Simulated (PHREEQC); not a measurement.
Model water analysis in mmol/kgw, 40 °C, pH 6.68: Na 196; K 8.33; Ca 11.6; Mg 12.5; Cl 204; S(6) 10.9; Alkalinity (meq/kgw) 4.96e-07.

Valence states are taken as typed.

Computed with PHREEQC (Pitzer model, pitzer.dat).

Problem. The ionic strength comes out as 0.274 mol/kgw. What activity coefficients do Ca+2, Mg+2, Cl-, K+, Na+ get?

Solution. Ca+2 0.25, Mg+2 0.27, Cl- 0.69, K+ 0.71, Na+ 0.73. Single-ion values are on the MacInnes scale.

No solid was allowed to form. Away from 25 °C the constants follow the database's enthalpies or fits; those with neither stay at their 25 °C values.
